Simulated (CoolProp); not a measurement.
The numbers come from the reference Helmholtz-energy equation of state, Akasaka 2020 in CoolProp.

Problem. Give the vapour pressure (MPa), liquid density (kg/m³), vapour density (kg/m³) of saturated R1123 at 243.5 K.

Solution. 
```csv
T (K),p (MPa),liquid density (kg/m³),vapour density (kg/m³)
243.5,0.407,1240,18.2
```
